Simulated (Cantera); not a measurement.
An isothermal, constant-pressure homogeneous reactor starts with 14.7 % C2H6, 85.3 % N2, at 1575 K and 21.0 Pa.

Computed with Cantera and GRI-Mech 3.0 (53 species, 325 reactions). GRI-Mech 3.0 stops at C3 and has no aromatics, soot or wall deposition, so with more carbon than oxygen in the feed, carbon stays in small species such as C2H2 where larger ones or solid carbon would form. Radical loss at walls, strong at low pressure, is not modelled.

x: mole fraction; the columns are a selection and need not sum to one.

```
t (s)      x C2H6    x C2H4    x CH2       x H     x HCN     x CH4
--------  -------  --------  -------  --------  --------  --------
0.000300    0.147   6.07e-8  1.39e-9   1.51e-7    <1e-12   1.54e-6
0.000697    0.146   7.08e-7  1.80e-8   7.64e-7    <1e-12   8.28e-6
0.00162     0.145   8.72e-6  2.15e-7   5.34e-6    <1e-12   4.42e-5
0.00376     0.143  0.000116  2.08e-6   3.64e-5  3.48e-11  0.000232
0.00874     0.135   0.00153  1.14e-5  0.000193   6.42e-9   0.00116
0.0203      0.110    0.0126  3.13e-5  0.000535   1.30e-7   0.00548
0.0472     0.0500    0.0457  5.66e-5   0.00119   6.31e-7    0.0226
0.110           …         …        …         …         …    0.0477
0.254     7.66e-5    0.0293  1.21e-5  0.000880   2.61e-6    0.0480
0.591     1.53e-5    0.0145  3.64e-6  0.000442   2.77e-6    0.0450
1.37      6.44e-6   0.00593  1.45e-6  0.000275   2.82e-6    0.0424
3.19      3.44e-6   0.00173  7.64e-7  0.000204   2.86e-6    0.0396
7.41            …         …        …  0.000175   2.91e-6         …
17.2      1.44e-6  0.000329  3.88e-7  0.000168   2.98e-6    0.0309
40.0      8.73e-7  0.000186  3.22e-7  0.000183   3.13e-6    0.0233
```

Complete the blanks.


- 0.110, x C2H6: 0.00339
- 0.110, x C2H4: 0.0538
- 0.110, x CH2: 4.58e-5
- 0.110, x H: 0.00185
- 0.110, x HCN: 1.88e-6
- 7.41, x C2H6: 2.18e-6
- 7.41, x C2H4: 0.000561
- 7.41, x CH2: 5.10e-7
- 7.41, x CH4: 0.0361
